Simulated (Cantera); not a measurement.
Input: 1 mol Si, 0.0023 mol O2, 47 mol N2.

These are equilibrium values from Cantera (NASA tables, ideal gas, pure condensed phases), not measurements of a reactor. Candidate condensed phases: Si, SiO2, Si2N2O, Si3N4; 16 gas species. N2 is the only nitrogen source here; it is nearly inert below about 1500 K, so the nitride shown seldom forms there in practice. Mutual solubility and eutectic melting of coexisting phases are not modelled. Rates play no part.

What condenses at these points (T in K, P in Pa): (1500, 1); (1100, 1000); (1300, 1); (1100, 10); (1600, 10); (1700, 1); (1200, 10000)?


```csv
T (K),P in Pa,condensed phases,Si condensed (%)
1500,1,Si,94.5
1100,1000,Si2N2O + Si3N4,100.0
1300,1,Si3N4,99.5
1100,10,Si2N2O + Si3N4,100.0
1600,10,Si,94.7
1700,1,gas only,0.0
1200,10000,Si2N2O + Si3N4,100.0
```
